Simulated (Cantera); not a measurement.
What does this Cantera script print?

```python
import numpy as np
import cantera as ct

gas_names = """
    CL CL2 N N2 Si SiCL SiCL2 SiCL3 SiCL4 SiN Si2 Si2N Si3
""".split()
cond_names = """
    Si(cr) Si(L) Si3N4(a)
""".split()


# ... load() reads the species with a 1 bar reference pressure and builds the phases ...
atoms = {
    'Si2Cl6': {'Si': 2, 'CL': 6},
    'N2': {'N': 2},
    'Cl2': {'CL': 2},
}
top_T = {'Si3N4(a)': 2400}  # K; cautious upper limits of use, not melting points


# ... equilibrate(T, P, feed) seeds the gas with the atoms and calls Mixture.equilibrate('TP', solver="vcs", rtol=1e-11, max_steps=5000) ...
results = []
T = 1173  # K
P = 1333.22  # Pa
for m in [6, 9, 13, 20, 30, 45, 66]:
    feed = {'Si2Cl6': 1, 'N2': m, 'Cl2': 0.0036}  # mol
    mix = equilibrate(T, P, feed)
    results.append((T, P, feed, dict(zip(mix.species_names, mix.species_moles))))
    x = sorted(zip(gas.X, gas.species_names), reverse=True)
    print(f"T = {T:g} K  P = {P:g} Pa  n(N2) = {m:g} mol  gas = {mix.phase_moles(0):.4g} mol")
    print("   x: " + "  ".join(f"{s} {v:.3e}" for v, s in x if v > 1e-06))
    print("   condensed (mol): " + ("  ".join(f"{mix.phase(i).name} {mix.phase_moles(i):.4g}"
          for i in range(1, mix.n_phases) if mix.phase_moles(i) > 1e-12) or "none"))
```

Result:

```
T = 1173 K  P = 1333.22 Pa  n(N2) = 6 mol  gas = 7.183 mol
   x: N2 7.898e-01  SiCL4 2.063e-01  SiCL3 3.312e-03  SiCL2 5.242e-04  CL 1.294e-06
   condensed (mol): Si3N4(a) 0.1635
T = 1173 K  P = 1333.22 Pa  n(N2) = 9 mol  gas = 10.18 mol
   x: N2 8.517e-01  SiCL4 1.454e-01  SiCL3 2.515e-03  SiCL2 4.291e-04  CL 1.201e-06
   condensed (mol): Si3N4(a) 0.1632
T = 1173 K  P = 1333.22 Pa  n(N2) = 13 mol  gas = 14.19 mol
   x: N2 8.935e-01  SiCL4 1.042e-01  SiCL3 1.944e-03  SiCL2 3.576e-04  CL 1.114e-06
   condensed (mol): Si3N4(a) 0.1629
T = 1173 K  P = 1333.22 Pa  n(N2) = 20 mol  gas = 21.19 mol
   x: N2 9.286e-01  SiCL4 6.967e-02  SiCL3 1.428e-03  SiCL2 2.886e-04  CL 1.014e-06
   condensed (mol): Si3N4(a) 0.1625
T = 1173 K  P = 1333.22 Pa  n(N2) = 30 mol  gas = 31.19 mol
   x: N2 9.515e-01  SiCL4 4.724e-02  SiCL3 1.063e-03  SiCL2 2.357e-04
   condensed (mol): Si3N4(a) 0.1621
T = 1173 K  P = 1333.22 Pa  n(N2) = 45 mol  gas = 46.19 mol
   x: N2 9.672e-01  SiCL4 3.182e-02  SiCL3 7.881e-04  SiCL2 1.924e-04
   condensed (mol): Si3N4(a) 0.1616
T = 1173 K  P = 1333.22 Pa  n(N2) = 66 mol  gas = 67.2 mol
   x: N2 9.774e-01  SiCL4 2.183e-02  SiCL3 5.929e-04  SiCL2 1.588e-04
   condensed (mol): Si3N4(a) 0.161
```

Method: chemical equilibrium by Gibbs-energy minimisation in Cantera with the NASA 1993 tables (ideal gas, pure condensed phases). The feed counts by its element totals alone. N2 is the only nitrogen source here; it is nearly inert below about 1500 K, so the nitride shown seldom forms there in practice. The tables' values for SiCl3 are old estimates; treat these amounts as uncertain.
